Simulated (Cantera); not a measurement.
A freely propagating, adiabatic, planar premixed flame of CH4 : O2 : N2 = 1 : 1.43 : 5.37 (molar parts), equivalence ratio 1.4, unburnt at 700 K and 3750 Torr; mixture-averaged transport, grid criteria slope 0.08 and curve 0.16, no radiation.

Detailed kinetics in Cantera: GRI-Mech 3.0 (53 species, 325 reactions). Burning velocities carry a grid error of a few per cent, more on coarse grids.

x: mole fraction of selected species; z is measured from the peak of heat release.

| z (mm) | T (K) | u (m/s) | x CH4 | x O2 | x HO2 | x H | x O | x NO |
|---|---|---|---|---|---|---|---|---|
| -0.444 | 701 | 0.560 | 0.127 | 0.182 | 2.10e-7 | <1e-8 | <1e-8 | <1e-8 |
| -0.296 | 709 | 0.569 | 0.126 | 0.181 | [?] | <1e-8 | <1e-8 | [?] |
| -0.222 | 732 | 0.592 | 0.123 | 0.178 | [?] | <1e-8 | <1e-8 | [?] |
| -0.148 | 845 | 0.692 | 0.113 | 0.168 | 3.15e-5 | 9.73e-8 | 1.04e-8 | 6.87e-7 |
| -0.0739 | 1272 | 1.06 | 0.0766 | 0.124 | 0.000102 | 1.60e-5 | 2.58e-6 | 5.37e-6 |
| -0.0370 | 1644 | 1.39 | 0.0439 | 0.0796 | 0.000114 | 0.000176 | 2.56e-5 | 1.15e-5 |
| 0 | 1988 | 1.70 | 0.0147 | 0.0341 | 4.26e-5 | 0.00104 | 8.71e-5 | 2.14e-5 |
| 0.0370 | 2162 | 1.86 | 0.00354 | 0.0103 | 8.71e-6 | 0.00207 | 8.51e-5 | 3.71e-5 |
| 0.0739 | 2222 | 1.91 | 0.00110 | 0.00298 | 1.97e-6 | 0.00231 | 5.11e-5 | 5.41e-5 |
| 0.148 | 2254 | 1.93 | 0.000254 | 0.000326 | 1.88e-7 | 0.00196 | 2.25e-5 | 7.87e-5 |
| 0.296 | 2265 | 1.94 | 5.38e-5 | 2.42e-5 | 2.23e-8 | 0.00146 | 1.12e-5 | 0.000103 |
| 0.591 | 2269 | 1.94 | 7.95e-6 | 8.71e-6 | <1e-8 | 0.00113 | 6.70e-6 | 0.000125 |
| 1.18 | 2271 | 1.95 | 5.07e-7 | 6.21e-6 | <1e-8 | 0.000971 | 4.93e-6 | 0.000139 |

Task: What belongs in the gaps?

Result: 
- -0.296, x HO2: 1.48e-6
- -0.296, x NO: 2.27e-8
- -0.222, x HO2: 5.97e-6
- -0.222, x NO: 9.93e-8
